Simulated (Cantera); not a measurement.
Input (Python, Cantera) and output of one run.

```python
import numpy as np
import cantera as ct

gas_names = [...]  # 114 gases of nasa_gas.yaml made of C, Fe, H, O
cond_names = """
    C(gr) C6H6(L) C7H8(L) C8H18(L),n-octa Fe(a) Fe(c) Fe(d) Fe(L) FeC5O5(L) FeO(s) FeO(L) Fe(OH)2(s)
    Fe(OH)3(s) Fe2O3(s) Fe3O4(s) H2O(s) H2O(L)
""".split()


# ... load() reads the species with a 1 bar reference pressure and builds the phases ...
atoms = {
    'Fe3O4': {'Fe': 3, 'O': 4},
    'CH4': {'C': 1, 'H': 4},
    'CO': {'C': 1, 'O': 1},
    'C': {'C': 1},
}
top_T = {'C(gr)': 4500, 'Fe2O3(s)': 1830, 'Fe3O4(s)': 1870}  # K; cautious upper limits of use, not melting points


# ... equilibrate(T, P, feed) seeds the gas with the atoms and calls Mixture.equilibrate('TP', solver="vcs", rtol=1e-11, max_steps=5000) ...
results = []
feed = {'Fe3O4': 1, 'CH4': 1.9, 'CO': 0.041, 'C': 0.38}  # mol
T = 1448.15  # K
P = 350  # Pa
mix = equilibrate(T, P, feed)
results.append((T, P, feed, dict(zip(mix.species_names, mix.species_moles))))
print(gas.report(threshold=1e-05))
for i in range(1, mix.n_phases):
    print(f"{mix.phase(i).name:16s} {mix.phase_moles(i):12.5e} mol")
```

Output:

```
       temperature   1448.2 K
          pressure   350 Pa
           density   0.00045235 kg/m^3
  mean mol. weight   15.562 kg/kmol
   phase of matter   gas

                          1 kg             1 kmol
                     ---------------   ---------------
          enthalpy       -3.9324e+06       -6.1195e+07  J
   internal energy       -4.7062e+06       -7.3236e+07  J
           entropy             17729        2.7589e+05  J/K
    Gibbs function       -2.9606e+07       -4.6072e+08  J
 heat capacity c_p            2380.5             37045  J/K
 heat capacity c_v            1846.2             28731  J/K

                      mass frac. Y      mole frac. X     chem. pot. / RT
                     ---------------   ---------------   ---------------
                CO           0.58468           0.32483           -42.614
               CO2           0.15364          0.054327            -71.27
                Fe        4.9054e-05        1.3669e-05           -6.3726
                 H        6.7411e-06        0.00010407           -12.483
                H2          0.057581           0.44447           -24.967
               H2O           0.20403           0.17625           -53.623
     [ +108 minor]        1.0619e-05        2.6398e-06

C(gr)             0.00000e+00 mol
Fe(c)             2.69137e+00 mol
FeC5O5(L)         0.00000e+00 mol
FeO(s)            3.08537e-01 mol
Fe(OH)2(s)        0.00000e+00 mol
Fe(OH)3(s)        0.00000e+00 mol
Fe2O3(s)          0.00000e+00 mol
Fe3O4(s)          0.00000e+00 mol
```

Equilibrium computed with Cantera from the NASA thermochemical tables; the gas is ideal and each condensed phase is pure. Mutual solubility and eutectic melting of coexisting phases are not modelled. The tables' stoichiometric FeO is somewhat more stable than real wüstite, so its field is too wide. FeO: taken at fixed stoichiometry.
